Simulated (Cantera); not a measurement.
Cantera run:

```python
import numpy as np
import cantera as ct

gas_names = """
    H HO2 H2 H2O H2O2 H2S H2SO4 O OH O2 O3 S SH SO SO2 SO3 S2 S2O S8
""".split()
cond_names = """
    H2O(s) H2O(L) H2SO4(L) S(cr1) S(cr2) S(L)
""".split()


# ... load() reads the species with a 1 bar reference pressure and builds the phases ...
atoms = {
    'SO2': {'S': 1, 'O': 2},
    'H2O': {'H': 2, 'O': 1},
}
top_T = {}  # K; cautious upper limits of use, not melting points


# ... equilibrate(T, P, feed) seeds the gas with the atoms and calls Mixture.equilibrate('TP', solver="vcs", rtol=1e-11, max_steps=5000) ...
results = []
feed = {'SO2': 1, 'H2O': 0.93}  # mol
T = 2875  # K
P = 16  # Pa
mix = equilibrate(T, P, feed)
results.append((T, P, feed, dict(zip(mix.species_names, mix.species_moles))))
print(gas.report(threshold=1e-05))
for i in range(1, mix.n_phases):
    print(f"{mix.phase(i).name:16s} {mix.phase_moles(i):12.5e} mol")
```

It prints:

```
       temperature   2875 K
          pressure   16 Pa
           density   9.6664e-06 kg/m^3
  mean mol. weight   14.442 kg/kmol
   phase of matter   gas

                          1 kg             1 kmol
                     ---------------   ---------------
          enthalpy        2.0115e+07        2.9049e+08  J
   internal energy        1.8459e+07        2.6658e+08  J
           entropy             19388        2.7999e+05  J/K
    Gibbs function       -3.5626e+07       -5.1449e+08  J
 heat capacity c_p            1501.2             21679  J/K
 heat capacity c_v            925.44             13365  J/K

                      mass frac. Y      mole frac. X     chem. pot. / RT
                     ---------------   ---------------   ---------------
                 H           0.02272           0.32552           -17.965
                H2         0.0002114         0.0015143            -35.93
               H2O        6.9898e-05        5.6033e-05            -57.83
                 O           0.53573           0.48358             -21.9
                OH         0.0042573         0.0036152           -39.865
                O2          0.015821         0.0071404             -43.8
                 S            0.3482           0.15685           -22.857
                SH        0.00028041        0.00012246           -40.822
                SO          0.069445          0.020868           -44.757
               SO2           0.00268        0.00060421           -66.657
                S2        0.00058577        0.00013193           -45.713
     [   +8 minor]        8.6674e-07        1.7467e-07

S(L)              0.00000e+00 mol
```

Cantera equilibrium calculation (NASA polynomials, part measured and part estimated; ideal gas, pure solids and liquids).
